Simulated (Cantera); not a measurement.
What does this Cantera script print?

```python
import numpy as np
import cantera as ct

gas_names = """
    CS2
""".split()
cond_names = """
    Pb(cr) Pb(L) PbS(s) PbS(L) C(gr)
""".split()


def load(file, names, dense=False):
    # The tables refer to 1 bar. Condensed volumes are neglected.
    table = {s.name: s for s in ct.Species.list_from_file(file)}
    out = []
    for n in names:
        d = dict(table[n].input_data)
        d["thermo"] = dict(d["thermo"], **{"reference-pressure": 1e5})
        if dense:
            d["equation-of-state"] = {"model": "constant-volume", "density": "1e6 g/cm^3"}
        out.append(ct.Species.from_dict(d))
    return out


species = {s.name: s for s in load("nasa_gas.yaml", gas_names) + load("nasa_condensed.yaml", cond_names)}
# Each term lists the table entries of one substance; the one whose range holds T is used.
reactions = {
    'CS2(g) + 2 Pb = 2 PbS + C':
        [(-1, ['CS2']), (-2, ['Pb(cr)', 'Pb(L)']), (2, ['PbS(s)', 'PbS(L)']), (1, ['C(gr)'])],
}


def pick(names, T):
    return next(species[n] for n in names if species[n].thermo.min_temp <= T <= species[n].thermo.max_temp)


results = []
for label, terms in reactions.items():
    print(label)
    print("     T/K   dH/kJ  dS/(J/K)   dG/kJ   log10 K")
    for T in [575, 725, 875, 1025, 1175, 1325, 1475, 1625, 1775, 1925]:
        used = [(nu, pick(names, T)) for nu, names in terms]
        dH = sum(nu * s.thermo.h(T) for nu, s in used) / 1e6
        dS = sum(nu * s.thermo.s(T) for nu, s in used) / 1e3
        dG = dH - T * dS / 1e3
        logK = -dG * 1e6 / (ct.gas_constant * T * np.log(10))
        results.append((label, T, dH, dS, dG, logK, [s.name for _, s in used]))
        print(f"{T:8g} {dH:8.1f} {dS:8.1f} {dG:8.1f} {logK:8.2f}")
```

Output:

```
CS2(g) + 2 Pb = 2 PbS + C
     T/K   dH/kJ  dS/(J/K)   dG/kJ   log10 K
     575   -311.5   -174.1   -211.4    19.20
     725   -320.0   -188.5   -183.4    13.21
     875   -318.4   -186.4   -155.3     9.27
    1025   -316.1   -184.1   -127.5     6.50
    1175   -313.4   -181.6   -100.0     4.45
    1325   -310.1   -179.0    -73.0     2.88
    1475   -267.5   -148.3    -48.8     1.73
    1625   -261.6   -144.5    -26.8     0.86
    1775   -255.7   -141.0     -5.4     0.16
    1925   -249.9   -137.8     15.5    -0.42
```

Cantera with NASA thermochemical tables; ideal gases at 1 bar, condensed phases pure. Condensed species are held in their standard states even where they would react or evaporate.
